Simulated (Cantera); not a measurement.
An isothermal plug-flow reactor at 575 K and 5.00 bar (inlet), inlet velocity 0.66 m/s, active area per volume 3700 1/m; feed 0.210 % H₂, 16.8 % O₂, 83.0 % N₂, equivalence ratio 0.0063.

Computed with Cantera and Deutschmann's 1995 Pt surface mechanism with GRI-Mech 3.0 gas chemistry. Catalytic surfaces can have several steady states; this one follows from the mechanism file's or the stated starting coverage. Mass transfer to the wall is taken as infinitely fast.

### Question
Predict: x(H₂) at z = 0.061 m; x(O₂) at z = 0.061 m; x(H₂O) at z = 0.061 m; θ(O*) at the exit.

### Answer
| Property | Value |
|---|---|
| x(H₂) at z = 0.061 m | 6.52e-6 |
| x(O₂) at z = 0.061 m | 0.167 |
| x(H₂O) at z = 0.061 m | 0.00210 |
| θ(O*) at the exit | 0.999 |
